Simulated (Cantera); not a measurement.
An adiabatic, constant-pressure homogeneous reactor starts with CH3OH : O2 : N2 = 1 : 0.682 : 5.39 (molar parts), equivalence ratio 2.2, at 1700 K and 1.00 bar.

Detailed kinetics in Cantera: GRI-Mech 3.0 (53 species, 325 reactions). GRI-Mech 3.0 was tuned for natural gas; its chemistry of methanol as a main component is partial and can be far from experiment.

One state of this run: T (K) = 2406; x CH3OH = <1e-12; x O2 = 3.74e-5; x CH2 = <1e-12; x H2O2 = 5.22e-9; x H2 = 0.0965; x NO = 5.41e-5. x: mole fraction; the columns are a selection and need not sum to one.

Task: Which value of t (s) does it belong to?
(A) 0.00215
(B) 4.64e-5
(C) 0.0383
(D) 0.000825

Result: A, 0.00215
